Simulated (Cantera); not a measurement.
A freely propagating, adiabatic, planar premixed flame of CH₄ : H₂ : O₂ : N₂ = 1 : 0.039 : 1.84 : 6.9 (molar parts), unburnt at 498 K and 1.18 atm; mixture-averaged transport, grid criteria slope 0.08 and curve 0.16, no radiation.

Computed with Cantera and GRI-Mech 3.0 (53 species, 325 reactions). Burning velocities carry a grid error of a few per cent, more on coarse grids.

**Question.** What does this change do: inlet temperature 498 to 350 K?

**Answer.** 
```tsv
quantity	before	after
laminar burning velocity	89.4 cm/s	48.2 cm/s
thermal thickness	0.304 mm	0.352 mm
peak x(H)	0.00918	0.00770
peak x(HCO)	6.00e-5	4.48e-5
```
